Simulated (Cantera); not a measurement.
Feed: 1 mol Al(CH3)3, 1.3 mol N2, equilibrated at 0.810 bar.

Equilibrium computed with Cantera from the NASA thermochemical tables; the gas is ideal and each condensed phase is pure. Candidate condensed phases: Al, AlN, C, C6H6, C7H8, C8H18; 97 gas species. The feed counts by its element totals alone. The numbers say what is thermodynamically allowed, not how fast it happens.

Q: At 1552 °C, list the 4 most abundant gas species with their mole fractions, and the condensed phases.

A: H2 0.847, N2 0.150, HCN 0.00246, H 0.000450. Condensed: AlN(s) + C(graphite).
